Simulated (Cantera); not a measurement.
Cantera run:

```python
import numpy as np
import cantera as ct

gas_names = [...]  # 113 gases of nasa_gas.yaml made of C, Cu, H, O
cond_names = """
    C(gr) C6H6(L) C7H8(L) C8H18(L),n-octa Cu(cr) Cu(L) CuO(s) CuO2H2(s) Cu2O(s) Cu2O(L) H2O(s) H2O(L)
""".split()


# ... load() reads the species with a 1 bar reference pressure and builds the phases ...
atoms = {
    'CuO': {'Cu': 1, 'O': 1},
    'CH4': {'C': 1, 'H': 4},
    'H2': {'H': 2},
    'C': {'C': 1},
}
top_T = {'C(gr)': 4500, 'CuO(s)': 1390}  # K; cautious upper limits of use, not melting points


# ... equilibrate(T, P, feed) seeds the gas with the atoms and calls Mixture.equilibrate('TP', solver="vcs", rtol=1e-11, max_steps=5000) ...
results = []
feed = {'CuO': 1, 'CH4': 0.59, 'H2': 0.22, 'C': 0.56}  # mol
for P in [10, 32, 100, 320, 1000, 3200, 10000, 32000, 100000, 320000, 1000000]:
    for T in [1475, 1500, 1525, 1550, 1575, 1600, 1625, 1650, 1675, 1700]:
        mix = equilibrate(T, P, feed)
        results.append((T, P, feed, dict(zip(mix.species_names, mix.species_moles))))

for T, P, feed, n in results:
    print(f"{T:7g} {P:10.4g}  " + (" + ".join(c for c in cond_names if n.get(c, 0) > 1e-12) or "gas only"))
```

Output:

```
   1475         10  C(gr) + Cu(L)
   1500         10  C(gr) + Cu(L)
   1525         10  C(gr) + Cu(L)
   1550         10  C(gr) + Cu(L)
   1575         10  C(gr) + Cu(L)
   1600         10  C(gr)
   1625         10  C(gr)
   1650         10  C(gr)
   1675         10  C(gr)
   1700         10  C(gr)
   1475         32  C(gr) + Cu(L)
   1500         32  C(gr) + Cu(L)
   1525         32  C(gr) + Cu(L)
   1550         32  C(gr) + Cu(L)
   1575         32  C(gr) + Cu(L)
   1600         32  C(gr) + Cu(L)
   1625         32  C(gr) + Cu(L)
   1650         32  C(gr) + Cu(L)
   1675         32  C(gr)
   1700         32  C(gr)
   1475        100  C(gr) + Cu(L)
   1500        100  C(gr) + Cu(L)
   1525        100  C(gr) + Cu(L)
   1550        100  C(gr) + Cu(L)
   1575        100  C(gr) + Cu(L)
   1600        100  C(gr) + Cu(L)
   1625        100  C(gr) + Cu(L)
   1650        100  C(gr) + Cu(L)
   1675        100  C(gr) + Cu(L)
   1700        100  C(gr) + Cu(L)
   1475        320  C(gr) + Cu(L)
   1500        320  C(gr) + Cu(L)
   1525        320  C(gr) + Cu(L)
   1550        320  C(gr) + Cu(L)
   1575        320  C(gr) + Cu(L)
   1600        320  C(gr) + Cu(L)
   1625        320  C(gr) + Cu(L)
   1650        320  C(gr) + Cu(L)
   1675        320  C(gr) + Cu(L)
   1700        320  C(gr) + Cu(L)
   1475       1000  C(gr) + Cu(L)
   1500       1000  C(gr) + Cu(L)
   1525       1000  C(gr) + Cu(L)
   1550       1000  C(gr) + Cu(L)
   1575       1000  C(gr) + Cu(L)
   1600       1000  C(gr) + Cu(L)
   1625       1000  C(gr) + Cu(L)
   1650       1000  C(gr) + Cu(L)
   1675       1000  C(gr) + Cu(L)
   1700       1000  C(gr) + Cu(L)
   1475       3200  C(gr) + Cu(L)
   1500       3200  C(gr) + Cu(L)
   1525       3200  C(gr) + Cu(L)
   1550       3200  C(gr) + Cu(L)
   1575       3200  C(gr) + Cu(L)
   1600       3200  C(gr) + Cu(L)
   1625       3200  C(gr) + Cu(L)
   1650       3200  C(gr) + Cu(L)
   1675       3200  C(gr) + Cu(L)
   1700       3200  C(gr) + Cu(L)
   1475      1e+04  C(gr) + Cu(L)
   1500      1e+04  C(gr) + Cu(L)
   1525      1e+04  C(gr) + Cu(L)
   1550      1e+04  C(gr) + Cu(L)
   1575      1e+04  C(gr) + Cu(L)
   1600      1e+04  C(gr) + Cu(L)
   1625      1e+04  C(gr) + Cu(L)
   1650      1e+04  C(gr) + Cu(L)
   1675      1e+04  C(gr) + Cu(L)
   1700      1e+04  C(gr) + Cu(L)
   1475    3.2e+04  C(gr) + Cu(L)
   1500    3.2e+04  C(gr) + Cu(L)
   1525    3.2e+04  C(gr) + Cu(L)
   1550    3.2e+04  C(gr) + Cu(L)
   1575    3.2e+04  C(gr) + Cu(L)
   1600    3.2e+04  C(gr) + Cu(L)
   1625    3.2e+04  C(gr) + Cu(L)
   1650    3.2e+04  C(gr) + Cu(L)
   1675    3.2e+04  C(gr) + Cu(L)
   1700    3.2e+04  C(gr) + Cu(L)
   1475      1e+05  C(gr) + Cu(L)
   1500      1e+05  C(gr) + Cu(L)
   1525      1e+05  C(gr) + Cu(L)
   1550      1e+05  C(gr) + Cu(L)
   1575      1e+05  C(gr) + Cu(L)
   1600      1e+05  C(gr) + Cu(L)
   1625      1e+05  C(gr) + Cu(L)
   1650      1e+05  C(gr) + Cu(L)
   1675      1e+05  C(gr) + Cu(L)
   1700      1e+05  C(gr) + Cu(L)
   1475    3.2e+05  C(gr) + Cu(L)
   1500    3.2e+05  C(gr) + Cu(L)
   1525    3.2e+05  C(gr) + Cu(L)
   1550    3.2e+05  C(gr) + Cu(L)
   1575    3.2e+05  C(gr) + Cu(L)
   1600    3.2e+05  C(gr) + Cu(L)
   1625    3.2e+05  C(gr) + Cu(L)
   1650    3.2e+05  C(gr) + Cu(L)
   1675    3.2e+05  C(gr) + Cu(L)
   1700    3.2e+05  C(gr) + Cu(L)
   1475      1e+06  C(gr) + Cu(L)
   1500      1e+06  C(gr) + Cu(L)
   1525      1e+06  C(gr) + Cu(L)
   1550      1e+06  C(gr) + Cu(L)
   1575      1e+06  C(gr) + Cu(L)
   1600      1e+06  C(gr) + Cu(L)
   1625      1e+06  C(gr) + Cu(L)
   1650      1e+06  C(gr) + Cu(L)
   1675      1e+06  C(gr) + Cu(L)
   1700      1e+06  C(gr) + Cu(L)
```

Cantera equilibrium calculation (NASA polynomials, part measured and part estimated; ideal gas, pure solids and liquids).
